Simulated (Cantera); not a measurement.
ZrO₂ + H₂ + H₂O (hydrogen reduction and annealing atmospheres)

Feed: 1 mol ZrO₂, 0.34 mol H₂, 0.071 mol H₂O, equilibrated at 1002 °C and 0.0900 Torr.

These are equilibrium values from Cantera (NASA tables, ideal gas, pure condensed phases), not measurements of a reactor. Candidate condensed phases: H₂O, Zr, ZrO₂; 12 gas species. Equilibrium is a limit: real reactors are often held back by kinetics, nucleation or transport.

```
Item                                  Result
--------------------------------  ----------
x(H₂)                                  0.827
x(H₂O)                                 0.173
x(H)                                 6.12e-5
n(ZrO₂(monoclinic))                 1.00 mol
gas amount                        0.4110 mol
log10 activity of Zr(β) (absent)      -19.25
```
